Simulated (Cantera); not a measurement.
An adiabatic, constant-volume homogeneous reactor starts with 23.4 % CO, 1.31 % H2, 4.68 % O2, 70.6 % N2, equivalence ratio 2.6, at 1050 K and 95000 Pa.

Cantera simulation using GRI-Mech 3.0 (53 species, 325 reactions); the numbers are that mechanism's predictions, not measurements.

One state of this run: T (K) = 1989; P (bar) = 1.72; x CO = 0.157; x H2 = 0.00386; x O2 = 2.72e-7; x CO2 = 0.0882; x O = 2.47e-7. x: mole fraction; the columns are a selection and need not sum to one.

Task: Which value of t (s) does it belong to?
A. 0.238
B. 0.00346
C. 0.000845
D. 0.000206

Result: A, 0.238
